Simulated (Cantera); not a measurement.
Input: 1 mol Si(CH3)4, 0.59 mol CH4, 370 mol H2, at 2225 °C and 10.0 mbar.

Method: chemical equilibrium by Gibbs-energy minimisation in Cantera with the NASA 1993 tables (ideal gas, pure condensed phases). Candidate condensed phases: C, C6H6, C7H8, C8H18, Si, SiC; 87 gas species. Equilibrium is a limit: real reactors are often held back by kinetics, nucleation or transport.

Base state: H2 0.773, H 0.219, C2H2 (acetylene) 0.00492, Si 0.00199, SiC2 0.000305, C2H 9.97e-5, SiH 4.64e-5, C3 2.20e-5 (mole fractions); condensed: gas only.

What changes in the equilibrium state with this change: temperature from 2225 °C to 1325 °C?


```csv
species,before,after
H2,0.773,0.999
H,0.219,0.000532
C2H2 (acetylene),0.00492,2.69e-5
Si,0.00199,9.76e-8
SiC2,0.000305,<1e-9
C2H,9.97e-5,<1e-9
"C(graphite), mol",0,3.56
"SiC(s), mol",0,1.000
```
